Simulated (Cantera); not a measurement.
Counterflow diffusion flame

A counterflow diffusion flame at 1.00 bar, nozzles 20 mm apart: fuel side 100 % H₂ at 448 K, oxidiser side 25.0 % O₂, 75.0 % N₂ at 450 K, fuel mass flux 0.29 times the oxidiser's; mixture-averaged transport, no radiation.

Computed with Cantera and the H2/O2 subset of GRI-Mech 3.0, which has no nitrogen chemistry. The maximum strain rate includes the flame's own expansion and is several times the mean.

```json
[
 {"oxidiser flux (kg/m²/s)": "0.6", "max strain (1/s)": "808", "mean strain (1/s)": "199", "T max (K)": "2612", "peak x OH": "0.0282", "peak x H": "0.0215", "peak x H₂O": "0.308", "peak x HO₂": "5.54e-5"},
 {"oxidiser flux (kg/m²/s)": "0.91", "max strain (1/s)": "1200", "mean strain (1/s)": "302", "T max (K)": "2563", "peak x OH": "0.0284", "peak x H": "0.0240", "peak x H₂O": "0.304", "peak x HO₂": "7.39e-5"},
 {"oxidiser flux (kg/m²/s)": "1.4", "max strain (1/s)": "1820", "mean strain (1/s)": "465", "T max (K)": "2500", "peak x OH": "0.0285", "peak x H": "0.0272", "peak x H₂O": "0.300", "peak x HO₂": "9.51e-5"},
 {"oxidiser flux (kg/m²/s)": "2.1", "max strain (1/s)": "2680", "mean strain (1/s)": "698", "T max (K)": "2425", "peak x OH": "0.0282", "peak x H": "0.0306", "peak x H₂O": "0.297", "peak x HO₂": "0.000117"},
 {"oxidiser flux (kg/m²/s)": "3.1", "max strain (1/s)": "3900", "mean strain (1/s)": "1030", "T max (K)": "2355", "peak x OH": "0.0278", "peak x H": "0.0346", "peak x H₂O": "0.293", "peak x HO₂": "0.000142"},
 {"oxidiser flux (kg/m²/s)": "4.7", "max strain (1/s)": "5880", "mean strain (1/s)": "1560", "T max (K)": "2272", "peak x OH": "0.0271", "peak x H": "0.0395", "peak x H₂O": "0.289", "peak x HO₂": "0.000170"},
 {"oxidiser flux (kg/m²/s)": "7.1", "max strain (1/s)": "8880", "mean strain (1/s)": "2360", "T max (K)": "2180", "peak x OH": "0.0258", "peak x H": "0.0443", "peak x H₂O": "0.285", "peak x HO₂": "0.000199"}
]
```
x: mole fraction; the columns are a selection and need not sum to one.
